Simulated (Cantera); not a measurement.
Input: 1 mol Fe₂O₃, 11 mol HCl, 21 mol N₂, equilibrated at 0.133 bar.

These are equilibrium values from Cantera (NASA tables, ideal gas, pure condensed phases), not measurements of a reactor. Candidate condensed phases: Fe, FeCl₂, FeCl₃, FeO, Fe(OH)₂, Fe(OH)₃, Fe₂O₃, Fe₃O₄, H₂O, NH₄Cl; 37 gas species. The numbers say what is thermodynamically allowed, not how fast it happens.

Problem. What share of the Fe ends up in condensed phases as a function of T (°C), at 700, 800, 900, 1000, 1100, 1200, 1300, 1400, 1500, 1600, 1700?

Solution. 
```csv
T (°C),Fe condensed (%),as
700,88.1,Fe₂O₃(s)
800,83.6,Fe₂O₃(s)
900,77.4,Fe₂O₃(s)
1000,66.8,Fe₂O₃(s)
1100,49.3,Fe₂O₃(s)
1200,28.8,Fe₃O₄(s)
1300,8.2,Fe₃O₄(s)
1400,0.0,-
1500,0.0,-
1600,0.0,-
1700,0.0,-
```
